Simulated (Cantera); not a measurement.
Charge: 1 mol SiC, 0.018 mol H₂, equilibrated at 0.133 bar.

Points: T (K) = 2000, 2500, 3000, 3500, 4000, 4500, 5000.

Cantera's Mixture.equilibrate('TP', solver="vcs", rtol=1e-11, max_steps=5000) on the NASA tables stopped like this:

```
ERROR: FAILURE its = 5001!

*******************************************************************************
CanteraError thrown by MultiPhase::equilibrate:
VCS solver failed. Return code: -1
*******************************************************************************
```

What got this run through?

One answer among several that fit: The failure is numerical, not chemical. The same input converged with solver="gibbs", rtol=1e-10, max_steps=50000, and the result passed a check of the equilibrium conditions:
```
log10 of partial pressures in bar; condensed amounts in mol
       T/K        H2        Si         C      SiC2      Si2C     C(gr)    SiC(b)
      2000    -0.877    -5.025   -11.114    -7.602    -6.587         0         1
      2500    -0.915    -2.837    -6.886    -3.637    -3.681         0    0.9997
      3000    -3.219    -1.239    -4.295    -1.313    -1.697    0.2095         0
      3500    -4.310    -1.161    -2.748    -1.324    -2.709         0         0
      4000    -5.339    -1.100    -1.823    -1.798    -3.697         0         0
      4500    -6.225    -1.143    -1.345    -2.737    -4.884         0         0
      5000    -6.855    -1.180    -1.216    -3.997    -6.089         0         0
```

The gas is ideal and each condensed phase is pure. Gases not in the tables: Si2H6 and higher silanes.
